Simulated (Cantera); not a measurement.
Cantera run:

```python
import numpy as np
import cantera as ct

gas_names = [...]  # 123 gases of nasa_gas.yaml made of C, H, O, Si
cond_names = """
    C(gr) C6H6(L) C7H8(L) C8H18(L),n-octa H2O(s) H2O(L) Si(cr) Si(L) SiC(b) SiO2(Lqz) SiO2(hqz) SiO2(L)
""".split()


# ... load() reads the species with a 1 bar reference pressure and builds the phases ...
atoms = {
    'SiO2': {'Si': 1, 'O': 2},
    'CH4': {'C': 1, 'H': 4},
    'CO': {'C': 1, 'O': 1},
}
top_T = {'C(gr)': 4500, 'SiC(b)': 3050}  # K; cautious upper limits of use, not melting points


# ... equilibrate(T, P, feed) seeds the gas with the atoms and calls Mixture.equilibrate('TP', solver="vcs", rtol=1e-11, max_steps=5000) ...
results = []
feed = {'SiO2': 1, 'CH4': 0.59, 'CO': 1.4}  # mol
P = 760000  # Pa
for T in [2048, 2073, 2098, 2123, 2148, 2173, 2198, 2223, 2248, 2273, 2298, 2323, 2348]:
    mix = equilibrate(T, P, feed)
    results.append((T, P, feed, dict(zip(mix.species_names, mix.species_moles))))
    x = sorted(zip(gas.X, gas.species_names), reverse=True)
    print(f"T = {T:g} K  P = {P:g} Pa  gas = {mix.phase_moles(0):.4g} mol")
    print("   x: " + "  ".join(f"{s} {v:.3e}" for v, s in x if v > 1e-05))
    print("   condensed (mol): " + ("  ".join(f"{mix.phase(i).name} {mix.phase_moles(i):.4g}"
          for i in range(1, mix.n_phases) if mix.phase_moles(i) > 1e-12) or "none"))
```

Output:

```
T = 2048 K  P = 760000 Pa  gas = 3.067 mol
   x: CO 5.919e-01  H2 3.836e-01  SiO 2.316e-02  H 5.031e-04  H2O 3.259e-04  CH4 2.159e-04  C2H2,acetylene 1.067e-04  CO2 1.057e-04
   condensed (mol): SiC(b) 0.173  SiO2(L) 0.756
T = 2073 K  P = 760000 Pa  gas = 3.106 mol
   x: CO 5.877e-01  H2 3.789e-01  SiO 3.213e-02  H 5.872e-04  H2O 3.348e-04  CH4 1.720e-04  CO2 1.072e-04  C2H2,acetylene 9.309e-05
   condensed (mol): SiC(b) 0.1635  SiO2(L) 0.7367
T = 2098 K  P = 760000 Pa  gas = 3.159 mol
   x: CO 5.819e-01  H2 3.724e-01  SiO 4.424e-02  H 6.812e-04  H2O 3.416e-04  CH4 1.363e-04  CO2 1.082e-04  C2H2,acetylene 8.082e-05  SiH2 1.336e-05
   condensed (mol): SiC(b) 0.1502  SiO2(L) 0.71
T = 2123 K  P = 760000 Pa  gas = 3.234 mol
   x: CO 5.742e-01  H2 3.638e-01  SiO 6.051e-02  H 7.849e-04  H2O 3.456e-04  CO2 1.086e-04  CH4 1.068e-04  C2H2,acetylene 6.961e-05  SiH2 1.847e-05
   condensed (mol): SiC(b) 0.1316  SiO2(L) 0.6726
T = 2148 K  P = 760000 Pa  gas = 3.34 mol
   x: CO 5.640e-01  H2 3.522e-01  SiO 8.227e-02  H 8.973e-04  H2O 3.457e-04  CO2 1.084e-04  CH4 8.241e-05  C2H2,acetylene 5.922e-05  SiH2 2.519e-05
   condensed (mol): SiC(b) 0.1053  SiO2(L) 0.6198
T = 2173 K  P = 760000 Pa  gas = 3.492 mol
   x: CO 5.503e-01  H2 3.368e-01  SiO 1.113e-01  H 1.016e-03  H2O 3.404e-04  CO2 1.071e-04  CH4 6.202e-05  C2H2,acetylene 4.946e-05  SiH2 3.382e-05  Si 1.424e-05  SiH 1.064e-05
   condensed (mol): SiC(b) 0.06733  SiO2(L) 0.5439
T = 2198 K  P = 760000 Pa  gas = 3.718 mol
   x: CO 5.321e-01  H2 3.163e-01  SiO 1.499e-01  H 1.136e-03  H2O 3.279e-04  CO2 1.046e-04  CH4 4.495e-05  SiH2 4.451e-05  C2H2,acetylene 4.019e-05  Si 2.267e-05  SiH 1.562e-05
   condensed (mol): SiC(b) 0.0111  SiO2(L) 0.4314
T = 2223 K  P = 760000 Pa  gas = 3.763 mol
   x: CO 5.286e-01  H2 3.123e-01  SiO 1.571e-01  H 1.299e-03  H2O 4.236e-04  CO2 1.338e-04  SiH2 3.754e-05  CH4 2.911e-05  C2H2,acetylene 2.231e-05  Si 2.192e-05  SiH 1.430e-05
   condensed (mol): SiO2(L) 0.4085
T = 2248 K  P = 760000 Pa  gas = 3.765 mol
   x: CO 5.283e-01  H2 3.120e-01  SiO 1.573e-01  H 1.489e-03  H2O 5.751e-04  CO2 1.790e-04  SiH2 2.940e-05  Si 1.941e-05  CH4 1.875e-05  SiH 1.207e-05  C2H2,acetylene 1.175e-05
   condensed (mol): SiO2(L) 0.4076
T = 2273 K  P = 760000 Pa  gas = 3.766 mol
   x: CO 5.281e-01  H2 3.116e-01  SiO 1.575e-01  H 1.701e-03  H2O 7.748e-04  CO2 2.379e-04  SiH2 2.317e-05  Si 1.724e-05  CH4 1.219e-05  SiH 1.023e-05
   condensed (mol): SiO2(L) 0.4065
T = 2298 K  P = 760000 Pa  gas = 3.768 mol
   x: CO 5.278e-01  H2 3.111e-01  SiO 1.578e-01  H 1.938e-03  H2O 1.036e-03  CO2 3.139e-04  SiH2 1.837e-05  Si 1.538e-05
   condensed (mol): SiO2(L) 0.4051
T = 2323 K  P = 760000 Pa  gas = 3.771 mol
   x: CO 5.273e-01  H2 3.104e-01  SiO 1.582e-01  H 2.201e-03  H2O 1.375e-03  CO2 4.113e-04  SiH2 1.465e-05  Si 1.377e-05
   condensed (mol): SiO2(L) 0.4034
T = 2348 K  P = 760000 Pa  gas = 3.773 mol
   x: CO 5.268e-01  H2 3.096e-01  SiO 1.586e-01  H 2.493e-03  H2O 1.810e-03  CO2 5.353e-04  Si 1.238e-05  SiH2 1.176e-05
   condensed (mol): SiO2(L) 0.4013
```

These are equilibrium values from Cantera (NASA tables, ideal gas, pure condensed phases), not measurements of a reactor. Mutual solubility and eutectic melting of coexisting phases are not modelled. The tables hold silica as quartz up to 1696 K and as liquid above; real silica turns to tridymite and cristobalite and melts near 1996 K. Gases not in the tables: Si(OH)4, Si2H6 and higher silanes.
